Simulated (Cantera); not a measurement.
Input (Python, Cantera) and output of one run.

```python
import numpy as np
import cantera as ct

gas_names = [...]  # 116 gases of nasa_gas.yaml made of C, H, Mg, O
cond_names = """
    C(gr) C6H6(L) C7H8(L) C8H18(L),n-octa H2O(s) H2O(L) Mg(cr) Mg(L) MgCO3(s) MgO(s) MgO(L) MgO2H2(s)
""".split()


# ... load() reads the species with a 1 bar reference pressure and builds the phases ...
atoms = {
    'MgCO3': {'Mg': 1, 'C': 1, 'O': 3},
    'H2O': {'H': 2, 'O': 1},
    'O2': {'O': 2},
}
top_T = {'C(gr)': 4500}  # K; cautious upper limits of use, not melting points


# ... equilibrate(T, P, feed) seeds the gas with the atoms and calls Mixture.equilibrate('TP', solver="vcs", rtol=1e-11, max_steps=5000) ...
results = []
feed = {'MgCO3': 1, 'H2O': 0.049, 'O2': 0.00043}  # mol
P = 760  # Pa
for T in [873, 973, 1073, 1173, 1273, 1373, 1473, 1573, 1673, 1773, 1873, 1973, 2073]:
    mix = equilibrate(T, P, feed)
    results.append((T, P, feed, dict(zip(mix.species_names, mix.species_moles))))

top = {s: max(r[3][s] / sum(r[3][g] for g in gas_names) for r in results) for s in gas_names}
cols = sorted((s for s in top if top[s] > 1e-06), key=lambda s: -top[s])[:6]
seen = [c for c in cond_names if any(r[3].get(c, 0) > 1e-12 for r in results)]
print("log10 of partial pressures in bar; condensed amounts in mol")
print(f"{'T/K':>10s}" + "".join(f"{s[:9]:>10s}" for s in cols + seen))
for T, P, feed, n in results:
    ng = sum(n[g] for g in gas_names)
    print(f"{T:10.4g}" + "".join(f"{np.log10(max(n[s] / ng * P / 1e5, 1e-99)):10.3f}" for s in cols)
          + "".join(f"{n.get(c, 0):10.4g}" for c in seen))
```

It prints:

```
log10 of partial pressures in bar; condensed amounts in mol
       T/K       CO2        CO        O2       H2O        OH         O    MgO(s)
       873    -2.140   -11.752    -5.507    -3.450   -10.606   -14.475         1
       973    -2.140   -10.012    -5.507    -3.450    -9.607   -12.923         1
      1073    -2.140    -8.598    -5.507    -3.450    -8.794   -11.658         1
      1173    -2.140    -7.429    -5.504    -3.450    -8.118   -10.607         1
      1273    -2.140    -6.454    -5.483    -3.450    -7.544    -9.710         1
      1373    -2.140    -5.666    -5.377    -3.450    -7.031    -8.899         1
      1473    -2.141    -5.066    -5.129    -3.451    -6.549    -8.119         1
      1573    -2.142    -4.598    -4.803    -3.452    -6.101    -7.383         1
      1673    -2.146    -4.211    -4.472    -3.454    -5.696    -6.712         1
      1773    -2.152    -3.880    -4.165    -3.459    -5.335    -6.110         1
      1873    -2.164    -3.591    -3.888    -3.468    -5.014    -5.571         1
      1973    -2.184    -3.339    -3.645    -3.485    -4.731    -5.088         1
      2073    -2.215    -3.121    -3.434    -3.512    -4.484    -4.657    0.9998
```

Cantera equilibrium calculation (NASA polynomials, part measured and part estimated; ideal gas, pure solids and liquids).
